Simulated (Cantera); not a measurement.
Carbothermic reduction: Fe3O4 + CH4 + CO

Input: 1 mol Fe3O4, 0.49 mol CH4, 0.033 mol CO, held at 0.690 bar.

Cantera equilibrium calculation (NASA polynomials, part measured and part estimated; ideal gas, pure solids and liquids). Candidate condensed phases: C, C6H6, C7H8, C8H18, Fe, Fe(CO)5, FeO, Fe(OH)2, Fe(OH)3, Fe2O3, Fe3O4, H2O; 114 gas species. The tables' stoichiometric FeO is somewhat more stable than real wüstite, so its field is too wide. FeO: taken at fixed stoichiometry. Kinetics and transport are ignored.

```csv
T (°C),x H2,x CO,x H2O,x CO2,x CH4,x H,x Fe,x Fe(OH)2,n FeO(s),n FeO(l)
702,0.449,0.203,0.200,0.144,0.00329,9.23e-10,<1e-12,1.29e-9,3.00,0
802,0.434,0.226,0.218,0.122,0.000230,1.16e-8,<1e-12,1.12e-8,3.00,0
902,0.418,0.242,0.234,0.106,2.40e-5,9.55e-8,1.44e-11,6.71e-8,3.00,0
1002,0.406,0.255,0.246,0.0930,3.56e-6,5.65e-7,3.98e-10,3.01e-7,3.00,0
1102,0.396,0.265,0.256,0.0830,6.98e-7,2.59e-6,6.68e-9,1.08e-6,3.00,0
1202,0.388,0.273,0.264,0.0750,1.72e-7,9.72e-6,7.58e-8,3.22e-6,3.00,0
1302,0.381,0.280,0.271,0.0685,5.08e-8,3.09e-5,6.25e-7,8.33e-6,3.00,0
1402,0.376,0.285,0.276,0.0631,1.75e-8,8.57e-5,3.87e-6,1.86e-5,0,3.00
1502,0.371,0.289,0.281,0.0587,6.80e-9,0.000212,1.79e-5,3.51e-5,0,3.00
1602,0.367,0.293,0.284,0.0551,2.94e-9,0.000478,6.99e-5,6.15e-5,0,3.00
```
x: gas mole fraction; n: condensed amount in mol.

From 702 °C to 1302 °C the condensed part is FeO(s). From 1402 °C to 1602 °C the condensed part is FeO(l).
